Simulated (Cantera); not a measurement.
Input (Python, Cantera) and output of one run.

```python
import numpy as np
import cantera as ct

gas_names = [...]  # 118 gases of nasa_gas.yaml made of C, Cl, F, H
cond_names = """
    C(gr) C6H6(L) C7H8(L) C8H18(L),n-octa
""".split()


# ... load() reads the species with a 1 bar reference pressure and builds the phases ...
atoms = {
    'CCl4': {'C': 1, 'CL': 4},
    'F2': {'F': 2},
    'H2': {'H': 2},
}
top_T = {'C(gr)': 4500}  # K; cautious upper limits of use, not melting points


# ... equilibrate(T, P, feed) seeds the gas with the atoms and calls Mixture.equilibrate('TP', solver="vcs", rtol=1e-11, max_steps=5000) ...
results = []
feed = {'CCl4': 1, 'F2': 0.048, 'H2': 0.15}  # mol
T = 1023.15  # K
P = 10000  # Pa
mix = equilibrate(T, P, feed)
results.append((T, P, feed, dict(zip(mix.species_names, mix.species_moles))))
print(gas.report(threshold=0.001))
for i in range(1, mix.n_phases):
    print(f"{mix.phase(i).name:16s} {mix.phase_moles(i):12.5e} mol")
```

Result:

```
       temperature   1023.1 K
          pressure   10000 Pa
           density   0.077838 kg/m^3
  mean mol. weight   66.216 kg/kmol
   phase of matter   gas

                          1 kg             1 kmol
                     ---------------   ---------------
          enthalpy             56941        3.7704e+06  J
   internal energy            -71531       -4.7365e+06  J
           entropy              4317        2.8585e+05  J/K
    Gibbs function       -4.3599e+06        -2.887e+08  J
 heat capacity c_p            562.44             37243  J/K
 heat capacity c_v            436.88             28928  J/K

                      mass frac. Y      mole frac. X     chem. pot. / RT
                     ---------------   ---------------   ---------------
             CCLF3         0.0032979         0.0020906           -131.17
               CF4         0.0086805         0.0065314           -153.35
                CL        0.00085074         0.0015891           -15.773
               CL2           0.91065           0.85048           -31.546
               HCL          0.070509           0.12806           -39.545
                HF         0.0029325         0.0097057           -61.721
     [ +112 minor]         0.0030838         0.0015396

C(gr)             9.77871e-01 mol
```

Cantera equilibrium calculation (NASA polynomials, part measured and part estimated; ideal gas, pure solids and liquids). Gases not in the tables: C2F6 and larger saturated fluorocarbons, chlorinated aromatics.
